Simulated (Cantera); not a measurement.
A closed system holds: 1 mol B2H6, a varied amount of O2, 12 mol H2, held at 1000 K and 0.140 bar.

These are equilibrium values from Cantera (NASA tables, ideal gas, pure condensed phases), not measurements of a reactor. Candidate condensed phases: B, B2O3, B3O3H3, H2O; 23 gas species. The feed counts by its element totals alone. Gases not in the tables: H3BO3. The numbers say what is thermodynamically allowed, not how fast it happens.

x: gas mole fraction; n: condensed amount in mol.

```tsv
n(O2) (mol)	x H2	x H2O	x B3O3H3	x (HBO2)3	x HBO2	x HBO	x BH3	n B(s)	n B2O3(l)
0.47	0.998	2.10e-8	0.00226	<1e-12	1.02e-8	2.44e-6	5.68e-8	[?]	0.279
0.64	0.998	2.10e-8	0.00226	<1e-12	1.02e-8	2.44e-6	5.68e-8	[?]	0.393
0.86	0.998	2.10e-8	0.00226	<1e-12	1.02e-8	2.44e-6	5.68e-8	[?]	0.539
1.2	0.998	2.10e-8	0.00226	<1e-12	1.02e-8	2.44e-6	5.68e-8	[?]	0.766
1.6	0.987	0.0133	4.34e-12	1.60e-5	8.08e-6	3.03e-9	<1e-12	0	1.000
2.1	0.920	0.0796	<1e-12	0.000234	1.98e-5	1.15e-9	<1e-12	0	0.995
2.9	0.814	0.185	<1e-12	0.000833	3.02e-5	6.68e-10	<1e-12	0	0.981
```

**Question.** Complete the blanks.

**Answer.** 
- 0.47, n B(s): 1.34
- 0.64, n B(s): 1.11
- 0.86, n B(s): 0.819
- 1.2, n B(s): 0.366
